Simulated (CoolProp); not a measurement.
Vapour-liquid equilibrium of ethanol (1) + ethylbenzene (2) at 471.1 K; x and y are mole fractions of (1).

The numbers come from the multi-fluid Helmholtz-energy mixture model, Schroeder 2014 and Zhou 2012; pair parameters Bell 2016 in CoolProp.

### Question
Give the bubble pressure and the first vapour's composition at x = 0.35, 0.45, 0.55. Is there an azeotrope?

### Answer
x = 0.35: 1.697 MPa, y = 0.758; x = 0.45: 1.888 MPa, y = 0.792; x = 0.55: 2.059 MPa, y = 0.821. No azeotrope shows between x = 0.05 and 0.95.

Pair parameters are fitted to limited data, so mixtures are less certain than the pure fluids.
